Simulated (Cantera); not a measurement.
A perfectly stirred reactor is fed with CH₄ : CO : O₂ : N₂ = 1 : 0.41 : 1.47 : 5.53 (molar parts), equivalence ratio 1.5, at 1.00 atm; it is adiabatic with a 473 K inlet, and is followed from long to short residence time, starting on the burning branch (τ in s: 0.037, 0.019, 0.0095, 0.0048, 0.0024, 0.0012, 0.00061, 0.00031, 0.00015, 7.8e-05, 3.9e-05, 2e-05, 9.9e-06).

Model: GRI-Mech 3.0 (53 species, 325 reactions), integrated in Cantera.

Q: What does this change do: N2 5.53 to 3.7 parts?

A: 
```csv
quantity,before,after
"blow-out, bracketed by the residence times tried","burning at 0.310 ms, out at 0.150 ms","burning at 78.0 µs, out at 39.0 µs"
x(CH₄) at τ = 37.0 ms,0.000142,1.84e-5
x(CO) at τ = 37.0 ms,0.102,0.133
x(O₂) at τ = 37.0 ms,0.000177,0.000187
x(CH₂) at τ = 37.0 ms,1.76e-6,9.03e-7
x(HO₂) at τ = 37.0 ms,4.16e-8,7.95e-8
x(CH₄) at τ = 0.610 ms,0.00137,0.000283
x(CO) at τ = 0.610 ms,0.103,0.133
x(O₂) at τ = 0.610 ms,0.00437,0.00217
x(CH₂) at τ = 0.610 ms,3.28e-5,1.97e-5
x(HO₂) at τ = 0.610 ms,1.89e-6,7.74e-7
```
